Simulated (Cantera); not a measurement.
Cantera run, input and output.

```python
import numpy as np
import cantera as ct

gas = ct.Solution("gri30.yaml")
gas.TPX = 1873, 63000, {'CH4': 7.3, 'H2O': 4.1}
reactor = ct.IdealGasConstPressureReactor(gas, energy="off", clone=False)
net = ct.ReactorNet([reactor])
net.rtol, net.atol = 1e-08, 1e-18
show = ['CH4', 'H2O', 'CH2O', 'CH2CO', 'O']
times = np.geomspace(0.0009, 8, 14)

steps = ct.SolutionArray(gas, extra=["t"])
rows = []
print(f"{'t/s':>10s}{'T/K':>9s}{'P/Pa':>11s}" + "".join(f"{s:>11s}" for s in show))
for t in times:
    while net.time < t:
        t_next = net.step()
        steps.append(gas.state, t=t_next)
    rows.append([np.interp(t, steps.t, y) for y in (steps.T, steps.P, *steps(*show).X.T)])
    print(f"{t:10.3e}{rows[-1][0]:9.1f}{rows[-1][1]:11.4g}" + "".join(f"{x:11.3e}" for x in rows[-1][2:]))
rate = np.gradient(steps.T, steps.t)
print("integrator steps:", len(steps.t))
if steps.T.max() > steps.T[0] + 200:
    print(f"time of steepest temperature rise: {steps.t[rate.argmax()]:.4e} s")
gas.TPX = 1873, 63000, {'CH4': 7.3, 'H2O': 4.1}
gas.equilibrate("TP")
print(f"equilibrium (TP): T = {gas.T:.1f} K  " + "  ".join(f"{s} {gas[s].X[0]:.3e}" for s in show))
```

It prints:

```
       t/s      T/K       P/Pa        CH4        H2O       CH2O      CH2CO          O
 9.000e-04   1873.0    6.3e+04  1.995e-01  2.610e-01  1.490e-05  1.024e-04  5.711e-09
 1.811e-03   1873.0    6.3e+04  1.225e-01  2.394e-01  8.237e-06  1.096e-04  4.767e-09
 3.646e-03   1873.0    6.3e+04  6.996e-02  2.204e-01  4.462e-06  1.084e-04  4.372e-09
 7.337e-03   1873.0    6.3e+04  3.989e-02  2.001e-01  2.435e-06  9.971e-05  4.216e-09
 1.477e-02   1873.0    6.3e+04  2.623e-02  1.737e-01  1.418e-06  8.208e-05  3.927e-09
 2.972e-02   1873.0    6.3e+04  2.072e-02  1.384e-01  8.516e-07  5.786e-05  3.284e-09
 5.981e-02   1873.0    6.3e+04  1.669e-02  9.689e-02  4.513e-07  3.407e-05  2.419e-09
 1.204e-01   1873.0    6.3e+04  1.241e-02  5.657e-02  1.970e-07  1.640e-05  1.503e-09
 2.423e-01   1873.0    6.3e+04  8.393e-03  2.509e-02  7.837e-08  6.192e-06  7.059e-10
 4.876e-01   1873.0    6.3e+04  5.326e-03  6.790e-03  4.149e-08  1.642e-06  1.978e-10
 9.813e-01   1873.0    6.3e+04  3.841e-03  6.524e-04  3.534e-08  3.177e-07  1.922e-11
 1.975e+00   1873.0    6.3e+04  3.639e-03  7.577e-06  3.494e-08  1.825e-07  2.461e-13
 3.975e+00   1873.0    6.3e+04  3.637e-03  9.843e-07  3.494e-08  1.811e-07  5.195e-14
 8.000e+00   1873.0    6.3e+04  3.637e-03  9.837e-07  3.494e-08  1.811e-07  5.193e-14
integrator steps: 1786
equilibrium (TP): T = 1873.0 K  CH4 3.637e-03  H2O 9.877e-07  CH2O 3.494e-08  CH2CO 1.811e-07  O 5.207e-14
```

Detailed kinetics in Cantera: GRI-Mech 3.0 (53 species, 325 reactions). GRI-Mech 3.0 stops at C3 and has no aromatics, soot or wall deposition, so with more carbon than oxygen in the feed, carbon stays in small species such as C2H2 where larger ones or solid carbon would form.
